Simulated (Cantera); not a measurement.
Ignition delay

Mixture: CH4 : O2 : N2 = 0.56 : 1.82 : 6.84 (molar parts), equivalence ratio 0.62, at 4.93 atm, adiabatic and at constant volume. Ignition delay is the time to a rise of 400 K.

Computed with Cantera and GRI-Mech 3.0 (53 species, 325 reactions).

```tsv
T0 (K)	delay (ms)
1048	65.9
1148	15.2
1248	4.12
1348	1.27
1448	0.438
1548	0.169
1648	0.0731
1748	0.0352
1848	0.0186
```

```
Item                                                    Result
--------------------------------------------------  ----------
apparent activation energy between 1648 and 1848 K  170 kJ/mol
```
